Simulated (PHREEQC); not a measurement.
A solution holds 4 mmol/kgw FeCl3, 2.1 mmol/kgw CaCl2, 0.1 mmol/kgw HCl and 150 mmol/kgw Na2SO4, at 25 °C. Closed to the air; pH follows from the charge balance.

The numbers come from PHREEQC with the ion-association model, wateq4f.dat.

No solid was allowed to form.

Question: Order these Ca species by the share of Ca that they hold, largest first: Ca+2, CaSO4, CaHSO4+.

Answer: CaSO4 (56 %), Ca+2 (44 %), CaHSO4+ (0.13 %)

The pH is 3.58 and the ionic strength 0.384 mol/kgw. The solution is supersaturated, for example in Jarosite-Na, Fe(OH)3(a), so a real one may precipitate; this is no full list.
